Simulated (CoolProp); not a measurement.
Properties of R124 along the isotherm 253.5 K.

The numbers come from the reference Helmholtz-energy equation of state, de Vries 1995 in CoolProp.

```json
[
 {"p (bar)": "0.287", "phase": "gas", "Z": "0.9869", "isothermal compressibility (1/MPa)": "35.31"},
 {"p (bar)": "0.432", "phase": "gas", "Z": "0.9801", "isothermal compressibility (1/MPa)": "23.63"},
 {"p (bar)": "0.652", "phase": "gas", "Z": "0.9695", "isothermal compressibility (1/MPa)": "15.84"},
 {"p (bar)": "0.984", "phase": "liquid", "Z": "0.004258", "isothermal compressibility (1/MPa)": "0.001966"},
 {"p (bar)": "1.48", "phase": "liquid", "Z": "0.006404", "isothermal compressibility (1/MPa)": "0.001964"},
 {"p (bar)": "2.24", "phase": "liquid", "Z": "0.009691", "isothermal compressibility (1/MPa)": "0.001961"},
 {"p (bar)": "3.38", "phase": "liquid", "Z": "0.01462", "isothermal compressibility (1/MPa)": "0.001956"},
 {"p (bar)": "5.1", "phase": "liquid", "Z": "0.02205", "isothermal compressibility (1/MPa)": "0.001948"},
 {"p (bar)": "7.69", "phase": "liquid", "Z": "0.03323", "isothermal compressibility (1/MPa)": "0.001937"},
 {"p (bar)": "11.6", "phase": "liquid", "Z": "0.05009", "isothermal compressibility (1/MPa)": "0.001920"},
 {"p (bar)": "17.5", "phase": "liquid", "Z": "0.07549", "isothermal compressibility (1/MPa)": "0.001896"},
 {"p (bar)": "26.4", "phase": "liquid", "Z": "0.1137", "isothermal compressibility (1/MPa)": "0.001860"},
 {"p (bar)": "39.8", "phase": "liquid", "Z": "0.1710", "isothermal compressibility (1/MPa)": "0.001809"},
 {"p (bar)": "60.1", "phase": "liquid", "Z": "0.2573", "isothermal compressibility (1/MPa)": "0.001737"},
 {"p (bar)": "90.6", "phase": "liquid", "Z": "0.3858", "isothermal compressibility (1/MPa)": "0.001641"}
]
```
